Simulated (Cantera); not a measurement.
Thermodynamics of abatement and gas-phase synthesis, feed HBr + O₂ + N₂

Charge: 1 mol HBr, 2.9 mol O₂, 10 mol N₂, held at 1823.15 K.

Method: chemical equilibrium by Gibbs-energy minimisation in Cantera with the NASA 1993 tables (ideal gas, pure condensed phases). Candidate condensed phases: Br₂, H₂O; 27 gas species. The ideal-gas law is rough above about 30 bar. Rates play no part.

| P (Pa) | log p N₂ | log p O₂ | log p Br | log p H₂O | log p Br₂ | log p HBr | log p O |
|---|---|---|---|---|---|---|---|
| 10 | -4.15 | -4.74 | -5.16 | -5.50 | -10.50 | -7.01 | -6.19 |
| 52 | -3.44 | -4.02 | -4.44 | -4.77 | -9.08 | -6.11 | -5.83 |
| 280 | -2.71 | -3.29 | -3.72 | -4.03 | -7.62 | -5.20 | -5.46 |
| 1400 | -2.01 | -2.59 | -3.03 | -3.34 | -6.24 | -4.34 | -5.11 |
| 7600 | -1.27 | -1.85 | -2.30 | -2.61 | -4.79 | -3.43 | -4.75 |
| 40000 | -0.55 | -1.13 | -1.61 | -1.90 | -3.40 | -2.56 | -4.38 |
| 210000 | 0.17 | -0.40 | -0.94 | -1.19 | -2.07 | -1.73 | -4.02 |
| 1100000 | 0.90 | 0.32 | -0.36 | -0.47 | -0.91 | -0.97 | -3.66 |
| 5700000 | 1.61 | 1.04 | 0.12 | 0.26 | 0.06 | -0.30 | -3.30 |
| 30000000 | 2.34 | 1.76 | 0.55 | 0.99 | 0.91 | 0.31 | -2.94 |
log p: log10 of the partial pressure in bar; nothing condenses.

From 0.0750 Torr to 225000 Torr nothing is condensed.
